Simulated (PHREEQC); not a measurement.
Make-up at 25 °C: 0.013 mol/kgw K2SO4, 0.0008 mol/kgw NH4HS and 0.28 mol/kgw HCl. Closed to the air; pH follows from the charge balance.

Computed with PHREEQC (ion-association model, phreeqc.dat).

Precipitation was switched off in this run.

Q: Estimate the pH, density, activity of water.

A: pH 0.68; density 1.004 g/cm³; activity of water 0.990.

Q: In which forms is S present?

A: HSO4- 82 %, SO4-2 12 %, H2S 5.8 %, KSO4- 0.5 % of the S.
